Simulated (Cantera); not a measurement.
# Reactions in the system F-H-S

Cantera with NASA thermochemical tables; ideal gases at 1 bar, condensed phases pure. Values are per mole of reaction as written; species without (g) are pure solids or liquids, kept so even where they would boil at 1 bar.

F2(g) + H2S(g) = 2 HF(g) + S

```
T (K)  ΔH° (kJ)  ΔS° (J/K)  ΔG° (kJ)  log10 K  condensed phases
-----  --------  ---------  --------  -------  ----------------
300      -524.6      -28.8    -515.9    89.83              S(s)
673      -514.4       -6.2    -510.3    39.60              S(l)
723      -513.8       -5.3    -510.0    36.84              S(l)
773      -513.2       -4.5    -509.7    34.44              S(l)
823      -512.7       -3.8    -509.5    32.34              S(l)
873      -512.0       -3.1    -509.4    30.48              S(l)
923      -511.4       -2.4    -509.2    28.82              S(l)
```
